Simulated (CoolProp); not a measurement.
Properties of R21 along the isotherm 422.7 K.

Values from CoolProp's reference Helmholtz-energy equation of state, Platzer 1990. This equation is an older, rougher fit.

```
p (MPa)  phase  density (kg/m³)  cp (kJ/(kg K))  isothermal compressibility (1/MPa)
-------  -----  ---------------  --------------  ----------------------------------
0.00836    gas           0.2450          0.7001                               119.7
0.013      gas           0.3811          0.7003                               77.00
0.0203     gas           0.5955          0.7007                               49.34
0.0316     gas           0.9278          0.7014                               31.73
0.0492     gas            1.447          0.7024                               20.41
0.0765     gas            2.254          0.7040                               13.15
0.119      gas            3.519          0.7065                               8.487
0.186      gas            5.531          0.7105                               5.461
0.289      gas            8.670          0.7169                               3.547
0.45       gas            13.69          0.7274                               2.312
0.7        gas            21.80          0.7451                               1.524
1.09       gas            35.31          0.7770                               1.024
1.7        gas            59.15          0.8424                              0.7180
2.64       gas            106.8           1.030                              0.5806
```
